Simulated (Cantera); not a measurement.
Catalytic stagnation flow on Pt

A jet of H2 : O2 : N2 = 0.026 : 0.09 : 0.79 (molar parts), equivalence ratio 0.14 at 300 K and 65.3 Torr hits a platinum plate 8.3 cm away at a mass flux of 0.073 kg/m²/s; the plate temperature is set and raised in steps from an oxygen-covered start.

Detailed kinetics in Cantera: Deutschmann's 1995 Pt surface mechanism with GRI-Mech 3.0 gas chemistry. Catalytic surfaces can have several steady states; this one follows from the mechanism file's or the stated starting coverage.

```
plate T (K)  wall x H2  wall x O2  wall x H2O  wall x OH  θ free Pt   θ O*    θ OH*
-----------  ---------  ---------  ----------  ---------  ---------  -----  -------
500            0.00246     0.0709      0.0519      <1e-8     0.0508  0.930   0.0188
550            0.00245     0.0710      0.0515      <1e-8     0.0537  0.936   0.0108
600            0.00244     0.0711      0.0511      <1e-8     0.0564  0.937  0.00671
650            0.00242     0.0712      0.0508      <1e-8     0.0594  0.936  0.00447
700            0.00231     0.0712      0.0507      <1e-8     0.0651  0.932  0.00323
750            0.00194     0.0709      0.0511      <1e-8     0.0814  0.916  0.00260
```
x: mole fraction at the wall; θ: surface coverage.
